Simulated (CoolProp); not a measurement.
The fluid at 324.92 K and 0.562 MPa flows at 0.31 m/s in a round tube of 50 mm bore and 45 µm roughness, fully developed (64/Re and Nu = 3.66 if laminar; Colebrook and Gnielinski if turbulent). The same conditions are run with several fluids, on thermodynamics alone (safety and materials aside).

Computed with CoolProp (reference Helmholtz-energy equation of state of each fluid (sulfur hexafluoride: Guder 2009; nitrogen: Span 2000; R125: Lemmon 2005; R507A: Lemmon 2003; R143a: Lemmon and Jacobsen 2000)). Blends and air are pseudo-pure fits.

**Question.** Rank sulfur hexafluoride, nitrogen, R125, R507A, R143a by Reynolds number, highest first.

**Answer.** sulfur hexafluoride (29900), R125 (29200), R507A (25600), R143a (23900), nitrogen (4740)

| fluid | Darcy friction factor | pressure drop (Pa/m) | heat-transfer coefficient (W/(m² K)) | mass flow (kg/h) |
|---|---|---|---|---|
| sulfur hexafluoride | 0.0258 | 0.791 | 25.0 | 70.0 |
| nitrogen | 0.0390 | 0.218 | 8.83 | 12.8 |
| R125 | 0.0259 | 0.664 | 25.6 | 58.5 |
| R507A | 0.0265 | 0.563 | 23.3 | 48.5 |
| R143a | 0.0268 | 0.486 | 23.0 | 41.3 |

Transport values come from each fluid's own correlations; those of R143a are estimates that may be off by 10 % or more.
